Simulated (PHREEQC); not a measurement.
Synthetic water in mmol/kgw, 20 °C, pH 4.18, pe 10:

| constituent | mmol/kgw |
|---|---|
| Na | 15.3 |
| K | 0.195 |
| Ca | 2.42 |
| Mg | 6.03 |
| Cl | 1.2 |
| S(6) | 24.3 |
| Al | 7.37 |
| Si | 0.145 |
| Mn(2) | 0.0709 |

Valence states are taken as typed.

Equilibrium calculation in PHREEQC: ion-association model, phreeqc.dat.

```
quantity                   before    after
------------------------  -------  -------
ionic strength (mol/kgw)   0.0541   0.0704
SO4-2 (mol/kgw)            0.0135   0.0133
AlSO4+ (mol/kgw)          0.00530  0.00521
Mg+2 (mol/kgw)            0.00379  0.00400
MgSO4 (mol/kgw)           0.00225  0.00202
Ca+2 (mol/kgw)            0.00163  0.00172
SI of Chalcedony (SiO2)     -0.22    -0.22
SI of Gibbsite (Al(OH)3)    +0.52    +0.55
```

### Question
Name the change that produced these shifts.
A. Al from 7.37 to 14.7 mmol/kgw
B. temperature from 20 to 80 °C at the same typed pH
C. Na from 15.3 to 45.9 mmol/kgw

### Answer
C, Na from 15.3 to 45.9 mmol/kgw

No solid was allowed to form. Some of these states are supersaturated (in Gibbsite (slow to form), Quartz (slow to form), for instance).
